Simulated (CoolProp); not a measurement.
Vapour-liquid equilibrium of R113 (1) + acetone (2) at 433 K; x and y are mole fractions of (1).

Computed with CoolProp (multi-fluid Helmholtz-energy mixture model, Marx 1992 and Lemmon 2006; pair parameters Bell 2016).

Give the bubble pressure and the first vapour's composition at x = 0.05, 0.725, 0.8. Is there an azeotrope?

x = 0.05: 1.432 MPa, y = 0.074; x = 0.725: 1.635 MPa, y = 0.695; x = 0.8: 1.605 MPa, y = 0.764. y crosses x between x = 0.5 and 0.575: the model has an azeotrope there.

The pair parameters rest on a limited set of measurements; away from them the model extrapolates.
